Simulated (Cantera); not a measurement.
A closed system holds: 1 mol Fe, 0.044 mol H₂S, 4.5 mol N₂, at 827 °C and 4.60 bar.

These are equilibrium values from Cantera (NASA tables, ideal gas, pure condensed phases), not measurements of a reactor. Candidate condensed phases: Fe, FeS, FeS₂, S; 16 gas species. Mutual solubility and eutectic melting of coexisting phases are not modelled. FeS: taken at fixed stoichiometry. The numbers say what is thermodynamically allowed, not how fast it happens.

Base state: N₂ 0.990, H₂ 0.00966, H₂S 2.21e-5 (mole fractions); condensed: Fe(α) + FeS(s).

Task: What changes in the equilibrium state with this change: H₂S from 0.044 to 0.098 mol?

Result: 
```json
[
 {"species": "N₂", "before": "0.990", "after": "0.979"},
 {"species": "H₂", "before": "0.00966", "after": "0.0213"},
 {"species": "H₂S", "before": "2.21e-5", "after": "4.85e-5"},
 {"species": "Fe(α), mol", "before": "0.956", "after": "0.902"},
 {"species": "FeS(s), mol", "before": "0.0439", "after": "0.0978"}
]
```
